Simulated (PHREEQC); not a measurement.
Synthetic water in mg/L, 65 °C, pH 5.97, pe 9.4: Na 0.0993; K 0.0368; Ca 0.0893; Mg 0.00672; Cl 0.0348; S(6) as SO4 0.066; Alkalinity as HCO3 0.503; Cd 0.000257; Li 0.000847; B 6.94e-05; Ba 0.00101.

Na is adjusted to close the charge balance.
Valence states are taken as typed.

Model: ion-association model, phreeqc.dat, run in PHREEQC.

| Quantity | Value |
|---|---|
| ionic strength | 1.49e-5 mol/kgw |

| species | molality | activity | log γ |
|---|---|---|---|
| CO2 | 1.95e-5 | 1.95e-5 | 0.000 |
| HCO3- | 9.20e-6 | 9.16e-6 | -0.002 |
| Na+ | 4.51e-6 | 4.49e-6 | -0.002 |
| Ca+2 | 2.23e-6 | 2.18e-6 | -0.008 |
| H+ | 1.08e-6 | 1.07e-6 | -0.002 |
| Cl- | 9.82e-7 | 9.77e-7 | -0.002 |

This is a speciation only: nothing precipitates in the calculation. Species that the database lacks are ignored. Away from 25 °C the constants follow the database's enthalpies or fits; those with neither stay at their 25 °C values.
